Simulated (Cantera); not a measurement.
Feed: 1 mol AlCl3, 0.88 mol HCl, 22 mol N2, held at 1625 K and 9.30 mbar.

Method: chemical equilibrium by Gibbs-energy minimisation in Cantera with the NASA 1993 tables (ideal gas, pure condensed phases). Candidate condensed phases: Al, AlCl3, AlN, NH4Cl; 20 gas species. The tables' values for AlCl2 are old estimates; treat these amounts as uncertain. The numbers say what is thermodynamically allowed, not how fast it happens.

Base state: N2 0.920, AlCl3 0.0406, HCl 0.0365, Cl 0.00169, AlCl2 0.00108, H2 0.000155, AlCl 0.000145 (mole fractions); condensed: gas only.

Task: What changes in the equilibrium state with this change: pressure from 9.30 mbar to 38.0 Pa?

Result: 
| species | before | after |
|---|---|---|
| N2 | 0.920 | 0.913 |
| HCl | 0.0365 | 0.0362 |
| AlCl3 | 0.0406 | 0.0349 |
| Cl | 0.00169 | 0.00930 |
| AlCl | 0.000145 | 0.00245 |
| H | 9.12e-6 | 4.02e-5 |
| AlCl2 | 0.00108 | 0.00412 |

Task: What changes in the equilibrium state with this change: temperature from 1625 K to 1250 K?

Result: 
| species | before | after |
|---|---|---|
| N2 | 0.920 | 0.921 |
| AlCl3 | 0.0406 | 0.0419 |
| HCl | 0.0365 | 0.0368 |
| Cl | 0.00169 | 3.80e-5 |
| AlCl | 0.000145 | 9.37e-9 |
| AlCl2 | 0.00108 | 4.02e-6 |
| H2 | 0.000155 | 1.72e-5 |
